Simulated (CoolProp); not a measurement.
Vapour-liquid equilibrium of n-hexane (1) + toluene (2) at 0.0261 MPa; x and y are mole fractions of (1).

Values from CoolProp's multi-fluid Helmholtz-energy mixture model, Thol 2019 and Lemmon 2006; pair parameters Bell 2016.

### Question
Give the bubble temperature and the first vapour's composition at x = 0.45, 0.65, 0.85. Is there an azeotrope?

### Answer
x = 0.45: 315.4 K, y = 0.793; x = 0.65: 310.7 K, y = 0.882; x = 0.85: 306.8 K, y = 0.952. No azeotrope shows between x = 0.05 and 0.95.

The pair parameters rest on a limited set of measurements; away from them the model extrapolates.
